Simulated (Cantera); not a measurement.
Input: 1 mol CH3OH, 1.1 mol CO2, 6.2 mol H2, 0.93 mol O2, at 1927 °C and 0.100 bar.

Equilibrium computed with Cantera from the NASA thermochemical tables; the gas is ideal and each condensed phase is pure. The numbers say what is thermodynamically allowed, not how fast it happens.

| species | before | after |
|---|---|---|
| H2O | 0.266 | 0.426 |
| CO | 0.184 | 0.267 |
| H2 | 0.517 | 0.170 |
| CO2 | 0.0180 | 0.127 |
| H | 0.0128 | 0.00734 |
| O2 | 3.45e-6 | 8.19e-5 |
| O | 1.59e-5 | 7.74e-5 |
| OH | 0.000921 | 0.00257 |
Gas species are given as mole fractions.

Question: Which change was made?
(A) temperature from 1927 °C to 2427 °C
(B) H2 from 6.2 to 1.2 mol
(C) O2 from 0.93 to 0.06 mol
(D) temperature from 1927 °C to 802 °C

Answer: B, H2 from 6.2 to 1.2 mol
